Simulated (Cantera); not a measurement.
Cantera run:

```python
import numpy as np
import cantera as ct

gas_names = """
    CL CL2 H HCL H2 N NH NH2 NH3 N2 N2H2 N2H4 Si SiCL SiCL2 SiCL3 SiCL4 SiH SiHCL3 SiH2 SiH2CL2 SiH3
    SiH3CL SiH4 SiN Si2 Si2N Si3
""".split()
cond_names = """
    NH4CL(a) NH4CL(b) Si(cr) Si(L) Si3N4(a)
""".split()


def load(file, names, dense=False):
    # The tables refer to 1 bar. Condensed volumes are neglected.
    table = {s.name: s for s in ct.Species.list_from_file(file)}
    out = []
    for n in names:
        d = dict(table[n].input_data)
        d["thermo"] = dict(d["thermo"], **{"reference-pressure": 1e5})
        if dense:
            d["equation-of-state"] = {"model": "constant-volume", "density": "1e6 g/cm^3"}
        out.append(ct.Species.from_dict(d))
    return out


gas = ct.Solution(thermo="ideal-gas", species=load("nasa_gas.yaml", gas_names))
cond = {s.name: ct.Solution(thermo="fixed-stoichiometry", species=[s], name=s.name)
        for s in load("nasa_condensed.yaml", cond_names, dense=True)}
atoms = {
    'SiH2Cl2': {'Si': 1, 'H': 2, 'CL': 2},
    'NH3': {'N': 1, 'H': 3},
}
top_T = {'Si3N4(a)': 2400}  # K; cautious upper limits of use, not melting points


def equilibrate(T, P, feed):
    n = {}
    for name, mol in feed.items():
        for a, k in atoms[name].items():
            n[a] = n.get(a, 0.0) + k * mol
    gas.TPX = T, P, n
    mass = sum(n.values()) * gas.mean_molecular_weight
    gas.equilibrate("TP")
    valid = [c for c in cond.values() if c.min_temp <= T <= top_T.get(c.name, c.max_temp)]
    mix = ct.Mixture([(gas, mass / gas.mean_molecular_weight)] + [(c, 0.0) for c in valid])
    mix.T, mix.P = T, P
    mix.equilibrate("TP", solver="vcs", rtol=1e-11, max_steps=5000)
    return mix


results = []
feed = {'SiH2Cl2': 1, 'NH3': 13}  # mol
T = 1148.15  # K
P = 5.5  # Pa
mix = equilibrate(T, P, feed)
results.append((T, P, feed, dict(zip(mix.species_names, mix.species_moles))))
x = sorted(zip(gas.X, gas.species_names), reverse=True)
print(f"T = {T:g} K  P = {P:g} Pa  gas = {mix.phase_moles(0):.4g} mol")
print("   x: " + "  ".join(f"{s} {v:.3e}" for v, s in x if v > 0.001))
print("   condensed (mol): " + ("  ".join(f"{mix.phase(i).name} {mix.phase_moles(i):.4g}"
      for i in range(1, mix.n_phases) if mix.phase_moles(i) > 1e-12) or "none"))
```

Result:

```
T = 1148.15 K  P = 5.5 Pa  gas = 27.34 mol
   x: H2 7.135e-01  N2 2.135e-01  HCL 7.296e-02
   condensed (mol): Si3N4(a) 0.3324
```

Cantera equilibrium calculation (NASA polynomials, part measured and part estimated; ideal gas, pure solids and liquids).
